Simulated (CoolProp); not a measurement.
Vapour-liquid equilibrium of ammonia (1) + benzene (2) at 21.15 °C; x and y are mole fractions of (1).

The numbers come from the multi-fluid Helmholtz-energy mixture model, Gao 2020 and Thol 2012; pair parameters Bell 2016 in CoolProp.

```csv
x,"bubble pressure, mixture model (bar)","bubble pressure, Raoult's law (bar)","y, mixture model","y, Raoult's law"
0.05,1.356,0.5452,0.922,0.815
0.15,3.539,1.424,0.970,0.937
0.25,5.114,2.302,0.980,0.965
0.35,6.085,3.180,0.984,0.978
0.45,6.612,4.059,0.985,0.986
0.55,6.896,4.937,0.986,0.990
0.65,7.110,5.816,0.987,0.994
0.75,7.384,6.694,0.989,0.996
0.85,7.811,7.572,0.991,0.998
0.95,8.464,8.451,0.996,0.999
```

The largest gap from Raoult's law is +148.7 % in bubble pressure, at x = 0.05. No azeotrope shows between x = 0.05 and 0.95.

The pair parameters rest on a limited set of measurements; away from them the model extrapolates. With so large a gap from Raoult's law the liquid may split in two, which this calculation doesn't test in full.
